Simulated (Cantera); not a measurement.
An adiabatic, constant-pressure homogeneous reactor starts with CH4 : O2 : N2 : CO2 = 1 : 1.25 : 4.7 : 0.31 (molar parts), equivalence ratio 1.6, at 1048 K and 2400000 Pa. Integrator tolerance rtol = 1e-08.

Computed with Cantera and GRI-Mech 3.0 (53 species, 325 reactions). The pressure lies above the range GRI-Mech 3.0 was tuned for (to about 10 atm).

**Question.** What does this change do: initial temperature 1048 to 1500 K?

**Answer.** 
```csv
quantity,before,after
time of steepest temperature rise,17.9 ms,0.113 ms
temperature at 1.00 s,2329 K,2714 K
equilibrium temperature,2329 K,2714 K
x(CH4) at 1.00 s,9.89e-10 (gas-phase equilibrium 1.09e-9),1.80e-10 (gas-phase equilibrium 2.02e-10)
x(O2) at 1.00 s,1.50e-6 (gas-phase equilibrium 1.50e-6),6.69e-5 (gas-phase equilibrium 6.69e-5)
x(CO2) at 1.00 s,0.0490 (gas-phase equilibrium 0.0490),0.0450 (gas-phase equilibrium 0.0450)
x(H2) at 1.00 s,0.0725 (gas-phase equilibrium 0.0725),0.0688 (gas-phase equilibrium 0.0688)
x(CO) at 1.00 s,0.114 (gas-phase equilibrium 0.114),0.118 (gas-phase equilibrium 0.118)
x(NO2) at 1.00 s,5.42e-10 (gas-phase equilibrium 5.42e-10),3.17e-8 (gas-phase equilibrium 3.17e-8)
```

**Question.** What does this change do: initial temperature 1048 to 1025 K?

**Answer.** 
```csv
quantity,before,after
time of steepest temperature rise,17.9 ms,25.9 ms
temperature at 1.00 s,2329 K,2309 K
equilibrium temperature,2329 K,2309 K
x(CH4) at 1.00 s,9.89e-10 (gas-phase equilibrium 1.09e-9),1.10e-9 (gas-phase equilibrium 1.21e-9)
x(O2) at 1.00 s,1.50e-6 (gas-phase equilibrium 1.50e-6),1.19e-6 (gas-phase equilibrium 1.19e-6)
x(CO2) at 1.00 s,0.0490 (gas-phase equilibrium 0.0490),0.0492 (gas-phase equilibrium 0.0492)
x(H2) at 1.00 s,0.0725 (gas-phase equilibrium 0.0725),0.0728 (gas-phase equilibrium 0.0728)
x(CO) at 1.00 s,0.114 (gas-phase equilibrium 0.114),0.114 (gas-phase equilibrium 0.114)
x(NO2) at 1.00 s,5.42e-10 (gas-phase equilibrium 5.42e-10),4.23e-10 (gas-phase equilibrium 4.23e-10)
```
